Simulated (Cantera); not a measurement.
A closed system holds: 1 mol Fe3O4, 0.11 mol HCl, 0.21 mol N2, at 0.190 bar.

These are equilibrium values from Cantera (NASA tables, ideal gas, pure condensed phases), not measurements of a reactor. Candidate condensed phases: Fe, FeCl2, FeCl3, FeO, Fe(OH)2, Fe(OH)3, Fe2O3, Fe3O4, H2O, NH4Cl; 37 gas species. Mutual solubility and eutectic melting of coexisting phases are not modelled. Equilibrium is a limit: real reactors are often held back by kinetics, nucleation or transport. All values below are at 750 °C.

Base state: N2 0.658, HCl 0.308, H2O 0.0182, FeCl2 0.0115, FeCl3 0.00422, Fe2Cl4 0.000194, Cl2 1.64e-5 (mole fractions); condensed: Fe2O3(s) + Fe3O4(s).

Problem. What changes in the equilibrium state with this change: N2 from 0.21 to 0.038 mol?

Solution. 
```
species          before     after
-------------  --------  --------
HCl               0.308     0.663
N2                0.658     0.258
H2O              0.0182    0.0424
FeCl3           0.00422    0.0119
FeCl2            0.0115    0.0229
Fe2Cl6          4.60e-6   3.64e-5
Fe2Cl4         0.000194  0.000772
Cl2             1.64e-5   3.26e-5
Fe2O3(s), mol   0.00310   0.00270
Fe3O4(s), mol     0.996     0.996
```
